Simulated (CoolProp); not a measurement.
The numbers come from the reference Helmholtz-energy equation of state, Lemmon 2006 in CoolProp. It is a short technical equation, of lower accuracy than the large ones.

Question: For CH3F (R41), give the phase and the density (kg/m³), cp (kJ/(kg K)), Joule-Thomson coefficient (K/MPa) at 10.85 °C and 8.83 bar; 15.65 °C and 8.83 bar; 34.65 °C and 8.83 bar.

Answer: 
- 10.85 °C and 8.83 bar: gas; density 14.0, cp 1.31, Joule-Thomson coefficient 20.2
- 15.65 °C and 8.83 bar: gas; density 13.7, cp 1.30, Joule-Thomson coefficient 19.2
- 34.65 °C and 8.83 bar: gas; density 12.6, cp 1.27, Joule-Thomson coefficient 16.1
